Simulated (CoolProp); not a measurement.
Hexamethyldisiloxane (MM) at 542.1 K and 1.49 MPa is compressed adiabatically to 5.9 MPa with isentropic efficiency 0.7. Each further row changes one setting.

Model: reference Helmholtz-energy equation of state, Thol 2016, in CoolProp.

```
case             work (kJ/kg)  final temperature (K)  final density (kg/m³)
---------------  ------------  ---------------------  ---------------------
as stated                30.9                  589.0                    373
efficiency 1             21.6                  585.6                    381
efficiency 0.65          33.3                  589.9                    372
```
